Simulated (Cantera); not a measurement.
Charge: 1 mol C₂F₆, a varied amount of CH₄, 0.29 mol H₂, equilibrated at 2575 K and 0.133 bar.

Points: n(CH4) (mol) = 0.012, 0.018, 0.027, 0.041, 0.062, 0.093, 0.14, 0.21, 0.31.

Cantera's Mixture.equilibrate('TP', solver="vcs", rtol=1e-11, max_steps=5000) on the NASA tables stopped like this:

```
ERROR: FAILURE its = 5001!

*******************************************************************************
CanteraError thrown by MultiPhase::equilibrate:
VCS solver failed. Return code: -1
*******************************************************************************
```

What got this run through?

Several could match; the one computed here: The failure is numerical, not chemical. The same input converged with solver="gibbs", rtol=1e-10, max_steps=50000, and the result passed a check of the equilibrium conditions:
```
log10 of partial pressures in bar; condensed amounts in mol
    n(CH4)        HF       CF2         F       CF4       CF3        CF     C(gr)
     0.012    -1.586    -1.242    -1.538    -1.765    -2.556    -2.927     0.112
     0.018    -1.572    -1.245    -1.540    -1.771    -2.561    -2.929     0.126
     0.027    -1.552    -1.250    -1.542    -1.781    -2.569    -2.931    0.1471
     0.041    -1.523    -1.258    -1.546    -1.797    -2.581    -2.935      0.18
     0.062    -1.485    -1.270    -1.552    -1.820    -2.598    -2.941    0.2294
     0.093    -1.435    -1.287    -1.561    -1.855    -2.624    -2.950    0.3027
      0.14    -1.372    -1.314    -1.574    -1.908    -2.664    -2.963    0.4146
      0.21    -1.299    -1.353    -1.594    -1.987    -2.723    -2.983    0.5827
      0.31    -1.220    -1.411    -1.623    -2.103    -2.810    -3.012    0.8255
```

The gas is ideal and each condensed phase is pure. The feed counts by its element totals alone. The tables' values for C2F4 are old estimates; treat these amounts as uncertain. Gases not in the tables: C2F6 and larger saturated fluorocarbons.
